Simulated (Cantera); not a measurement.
Source: NASA polynomial tables (part measured, part estimated), evaluated in Cantera. Values are per mole of reaction as written; species without (g) are pure solids or liquids, kept so even where they would boil at 1 bar. VN: taken at fixed stoichiometry.

5 N₂O(g) + 2 VN → 12 N(g) + V₂O₅, with ΔH° = 4148.0 kJ and ΔS° = 796.3 J/K at 300 K.

Question: How far is the shortcut ΔG° ≈ ΔH°(300 K) − T·ΔS°(300 K) from the full temperature-dependent value at 950, 1050, 1150, 1250, 1350, 1450, 1550 K?

Answer: 
```tsv
T (K)	shortcut (kJ)	full (kJ)	difference (kJ)	difference in log10 K	condensed phases
950	3391.6	3349.9	41.7	-2.29	VN(s), V₂O₅(l)
1050	3311.9	3253.4	58.5	-2.91	VN(s), V₂O₅(l)
1150	3232.3	3156.4	75.9	-3.45	VN(s), V₂O₅(l)
1250	3152.7	3059.0	93.7	-3.91	VN(s), V₂O₅(l)
1350	3073.1	2961.3	111.8	-4.32	VN(s), V₂O₅(l)
1450	2993.4	2863.3	130.1	-4.69	VN(s), V₂O₅(l)
1550	2913.8	2765.1	148.7	-5.01	VN(s), V₂O₅(l)
```
The shortcut ignores heat capacities and the phase changes listed.
